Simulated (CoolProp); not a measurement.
The fluid at 341.75 K and 8.83 MPa flows at 0.57 m/s in a round tube of 50 mm bore and 45 µm roughness, fully developed (64/Re and Nu = 3.66 if laminar; Colebrook and Gnielinski if turbulent). The same conditions are run with several fluids, on thermodynamics alone (safety and materials aside).

Computed with CoolProp (reference Helmholtz-energy equation of state of each fluid (sulfur hexafluoride: Guder 2009; ethane: Bücker 2006; R13: Platzer 1990; methane: Setzmann 1991; carbon dioxide: Span 1996)). The equations of Platzer and Polt are older, rougher fits.

Task: Rank sulfur hexafluoride, ethane, R13, methane, carbon dioxide by Reynolds number, highest first.

Result: R13 (459000), sulfur hexafluoride (394000), carbon dioxide (280000), ethane (256000), methane (108000)

| fluid | Darcy friction factor | pressure drop (Pa/m) | heat-transfer coefficient (W/(m² K)) | mass flow (kg/h) |
|---|---|---|---|---|
| sulfur hexafluoride | 0.0199 | 73.7 | 1460 | 4580 |
| ethane | 0.0203 | 13.9 | 1150 | 845 |
| R13 | 0.0198 | 45.8 | 1170 | 2860 |
| methane | 0.0217 | 3.79 | 245 | 217 |
| carbon dioxide | 0.0202 | 13.5 | 508 | 825 |

Transport values come from each fluid's own correlations; those of R13 are estimates that may be off by 10 % or more.
